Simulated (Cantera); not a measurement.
# Stirred combustor or abatement burner

A perfectly stirred reactor is fed with 2.48 % C2H4, 10.3 % O2, 82.5 % N2, 4.71 % H2O, equivalence ratio 0.72, at 0.240 bar; it is adiabatic with a 425 K inlet, and is followed from long to short residence time, starting on the burning branch (τ in s: 0.04, 0.018, 0.0084, 0.0039, 0.0018, 0.00083, 0.00038, 0.00018, 8.2e-05, 3.8e-05, 1.8e-05, 8.1e-06, 3.7e-06).

Model: GRI-Mech 3.0 (53 species, 325 reactions), integrated in Cantera. GRI-Mech 3.0 was tuned for natural gas; its chemistry of ethylene as a main component is partial and can be far from experiment.

| τ (s) | T (K) | x C2H4 | x O2 | x H2O | x H2O2 | x CH4 | x C2H6 | x HO2 |
|---|---|---|---|---|---|---|---|---|
| 0.040 | 1349 | 3.21e-5 | 0.0304 | 0.0944 | 3.63e-7 | 1.04e-6 | 1.10e-9 | 4.52e-6 |
| 0.018 | 1326 | 5.46e-5 | 0.0315 | 0.0934 | 4.80e-7 | 2.66e-6 | 3.37e-9 | 5.82e-6 |
| 0.0084 | 1291 | 0.000102 | 0.0334 | 0.0923 | 6.17e-7 | 7.50e-6 | 1.23e-8 | 7.86e-6 |
| 0.0039 | 1230 | 0.000267 | 0.0375 | 0.0909 | 8.02e-7 | 3.27e-5 | 9.58e-8 | 1.38e-5 |
| 0.0018 | 425 | 0.0248 | 0.103 | 0.0471 | <1e-12 | <1e-12 | <1e-12 | <1e-12 |
| 0.00083 | 425 | 0.0248 | 0.103 | 0.0471 | <1e-12 | <1e-12 | <1e-12 | <1e-12 |
| 0.00038 | 425 | 0.0248 | 0.103 | 0.0471 | <1e-12 | <1e-12 | <1e-12 | <1e-12 |
| 0.00018 | 425 | 0.0248 | 0.103 | 0.0471 | <1e-12 | <1e-12 | <1e-12 | <1e-12 |
| 8.2e-5 | 425 | 0.0248 | 0.103 | 0.0471 | <1e-12 | <1e-12 | <1e-12 | <1e-12 |
| 3.8e-5 | 425 | 0.0248 | 0.103 | 0.0471 | <1e-12 | <1e-12 | <1e-12 | <1e-12 |
| 1.8e-5 | 425 | 0.0248 | 0.103 | 0.0471 | <1e-12 | <1e-12 | <1e-12 | <1e-12 |
| 8.1e-6 | 425 | 0.0248 | 0.103 | 0.0471 | <1e-12 | <1e-12 | <1e-12 | <1e-12 |
| 3.7e-6 | 425 | 0.0248 | 0.103 | 0.0471 | <1e-12 | <1e-12 | <1e-12 | <1e-12 |
x: mole fraction; the columns are a selection and need not sum to one.
